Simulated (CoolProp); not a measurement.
Vapour-liquid equilibrium of cyclohexane (1) + o-xylene (2) at 494.3 K; x and y are mole fractions of (1).

The numbers come from the multi-fluid Helmholtz-energy mixture model, Zhou 2014 and Zhou 2012; pair parameters Bell 2016 in CoolProp.

Problem. Give the bubble pressure and the first vapour's composition at x = 0.125, 0.65, 0.8. Is there an azeotrope?

Solution. x = 0.125: 0.7274 MPa, y = 0.312; x = 0.65: 1.417 MPa, y = 0.812; x = 0.8: 1.601 MPa, y = 0.893. No azeotrope shows between x = 0.05 and 0.95.

Pair parameters are fitted to limited data, so mixtures are less certain than the pure fluids.
